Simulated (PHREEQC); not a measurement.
Make-up at 25 °C: 6.2 mmol/kgw H2SO4 and 120 mmol/kgw FeCl3. Closed to the air; pH follows from the charge balance.

Model: ion-association model, phreeqc.dat, run in PHREEQC.

This is a speciation only: nothing precipitates in the calculation.

Q: Order these Fe species by the share of Fe that they hold, largest first: FeCl2+, FeCl+2, Fe2(OH)2+4, FeSO4+, Fe+3.

A: FeCl+2 (50 %), Fe+3 (23 %), FeCl2+ (13 %), Fe2(OH)2+4 (5.6 %), FeSO4+ (4.0 %)

The pH is 1.75 and the ionic strength 0.439 mol/kgw. Examples of supersaturated solids here: Hematite (slow to form), Goethite (slow to form). Others may be too. Complexes and solids missing from the database can't appear.
